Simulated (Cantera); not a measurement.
A perfectly stirred reactor is fed with CH₄ : H₂ : O₂ : N₂ : CO₂ = 1 : 0.17 : 1.3 : 4.9 : 0.5 (molar parts), equivalence ratio 1.6, at 0.250 bar; it is adiabatic with a 350 K inlet, and is followed from long to short residence time, starting on the burning branch (τ in s: 0.32, 0.093, 0.028, 0.0082, 0.0024, 0.00072, 0.00021, 6.3e-05, 1.9e-05).

Cantera simulation using GRI-Mech 3.0 (53 species, 325 reactions); the numbers are that mechanism's predictions, not measurements.

Task: What does this change do: N2 4.9 to 3.6 parts?

Result: 
```
quantity                                                                      before                                after
------------------------------------------------  ----------------------------------  -----------------------------------
blow-out, bracketed by the residence times tried  burning at 8.20 ms, out at 2.40 ms  burning at 2.40 ms, out at 0.720 ms
x(CH₄) at τ = 0.320 s                                                        0.00183                             0.000109
x(H₂) at τ = 0.320 s                                                          0.0700                               0.0844
x(O₂) at τ = 0.320 s                                                        0.000456                              9.75e-5
x(C₂H₂) at τ = 0.320 s                                                       0.00111                              7.68e-6
x(C₂H₄) at τ = 0.320 s                                                       1.95e-5                              1.51e-7
x(CH₄) at τ = 2.40 ms                                                          0.127                              0.00276
x(H₂) at τ = 2.40 ms                                                          0.0216                               0.0812
x(O₂) at τ = 2.40 ms                                                           0.165                              0.00604
x(C₂H₂) at τ = 2.40 ms                                                        <1e-12                              0.00109
x(C₂H₄) at τ = 2.40 ms                                                        <1e-12                             0.000109
```
